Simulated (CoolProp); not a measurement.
Fluorine along the isobar 25.8 bar: Z from the reference equation and from simpler models built on Tc = -128.7 °C, pc = 52.40 bar, ω = 0.045; each cubic takes its own stable root.

Computed with CoolProp (reference Helmholtz-energy equation of state, de Reuck 1990).

```json
[
 {"T (°C)": "-157.95", "phase": "liquid", "reference": "0.08082", "van der Waals": "0.1182", "Redlich-Kwong": "0.08336", "Soave-Redlich-Kwong": "0.08328", "Peng-Robinson": "0.07355"},
 {"T (°C)": "-145.55", "phase": "liquid", "reference": "0.08250", "van der Waals": "0.7465", "Redlich-Kwong": "0.08951", "Soave-Redlich-Kwong": "0.08907", "Peng-Robinson": "0.07873"},
 {"T (°C)": "-133.25", "phase": "gas", "reference": "0.7849", "van der Waals": "0.8124", "Redlich-Kwong": "0.7844", "Soave-Redlich-Kwong": "0.7839", "Peng-Robinson": "0.7658"},
 {"T (°C)": "-120.95", "phase": "gas", "reference": "0.8444", "van der Waals": "0.8545", "Redlich-Kwong": "0.8412", "Soave-Redlich-Kwong": "0.8420", "Peng-Robinson": "0.8252"},
 {"T (°C)": "-108.65", "phase": "gas", "reference": "0.8828", "van der Waals": "0.8840", "Redlich-Kwong": "0.8786", "Soave-Redlich-Kwong": "0.8805", "Peng-Robinson": "0.8650"},
 {"T (°C)": "-96.35", "phase": "gas", "reference": "0.9093", "van der Waals": "0.9057", "Redlich-Kwong": "0.9050", "Soave-Redlich-Kwong": "0.9079", "Peng-Robinson": "0.8935"},
 {"T (°C)": "-84.05", "phase": "gas", "reference": "0.9286", "van der Waals": "0.9223", "Redlich-Kwong": "0.9244", "Soave-Redlich-Kwong": "0.9281", "Peng-Robinson": "0.9147"},
 {"T (°C)": "-71.65", "phase": "gas", "reference": "0.9432", "van der Waals": "0.9354", "Redlich-Kwong": "0.9393", "Soave-Redlich-Kwong": "0.9435", "Peng-Robinson": "0.9311"},
 {"T (°C)": "-59.35", "phase": "gas", "reference": "0.9542", "van der Waals": "0.9458", "Redlich-Kwong": "0.9507", "Soave-Redlich-Kwong": "0.9554", "Peng-Robinson": "0.9438"},
 {"T (°C)": "-47.05", "phase": "gas", "reference": "0.9629", "van der Waals": "0.9542", "Redlich-Kwong": "0.9597", "Soave-Redlich-Kwong": "0.9648", "Peng-Robinson": "0.9540"},
 {"T (°C)": "-34.75", "phase": "gas", "reference": "0.9698", "van der Waals": "0.9610", "Redlich-Kwong": "0.9669", "Soave-Redlich-Kwong": "0.9723", "Peng-Robinson": "0.9621"},
 {"T (°C)": "-22.45", "phase": "gas", "reference": "0.9754", "van der Waals": "0.9668", "Redlich-Kwong": "0.9728", "Soave-Redlich-Kwong": "0.9783", "Peng-Robinson": "0.9688"},
 {"T (°C)": "-10.15", "phase": "gas", "reference": "0.9800", "van der Waals": "0.9716", "Redlich-Kwong": "0.9776", "Soave-Redlich-Kwong": "0.9833", "Peng-Robinson": "0.9743"},
 {"T (°C)": "2.25", "phase": "gas", "reference": "0.9838", "van der Waals": "0.9757", "Redlich-Kwong": "0.9816", "Soave-Redlich-Kwong": "0.9874", "Peng-Robinson": "0.9790"},
 {"T (°C)": "14.55", "phase": "gas", "reference": "0.9870", "van der Waals": "0.9791", "Redlich-Kwong": "0.9849", "Soave-Redlich-Kwong": "0.9907", "Peng-Robinson": "0.9828"},
 {"T (°C)": "26.85", "phase": "gas", "reference": "0.9897", "van der Waals": "0.9821", "Redlich-Kwong": "0.9877", "Soave-Redlich-Kwong": "0.9935", "Peng-Robinson": "0.9860"}
]
```

At some of these states van der Waals gives the other phase, because its saturation line lies elsewhere.
